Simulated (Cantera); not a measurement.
**SO2 + H2O + H2 (abatement and gas-phase synthesis)**

Charge: 1 mol SO2, 0.037 mol H2O, 0.21 mol H2, equilibrated at 2750 K and 1.00 bar.

Equilibrium computed with Cantera from the NASA thermochemical tables; the gas is ideal and each condensed phase is pure. Candidate condensed phases: H2O, H2SO4, S; 19 gas species. Rates play no part.

| Quantity | Value |
|---|---|
| x(SO2) | 0.635 |
| x(H2O) | 0.151 |
| x(SO) | 0.132 |
| x(H2) | 0.0271 |
| x(OH) | 0.0168 |
| x(H) | 0.0113 |
| x(O2) | 0.00994 |
| x(S) | 0.00629 |
| x(O) | 0.00443 |
| gas amount | 1.277 mol |
| log10 activity of S(l) (absent) | -3.09 |
